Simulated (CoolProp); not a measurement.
The fluid at 368.43 K and 1.48 MPa is throttled through a valve to 0.916 MPa with no heat exchange. The same conditions are run with several fluids, on thermodynamics alone (safety and materials aside).

Values from CoolProp's reference Helmholtz-energy equation of state of each fluid (decamethylcyclopentasiloxane (D5): Thol 2019; n-perfluoropentane: Gao 2022; m-xylene: Zhou 2012; water: Wagner 2002; propylene glycol: Eisenbach 2021).

```csv
fluid,temperature change (K),final density (kg/m³)
decamethylcyclopentasiloxane (D5),+0.2,880
n-perfluoropentane,-0.2,1330
m-xylene,+0.2,798
water,+0.1,962
propylene glycol,+0.1,977
```
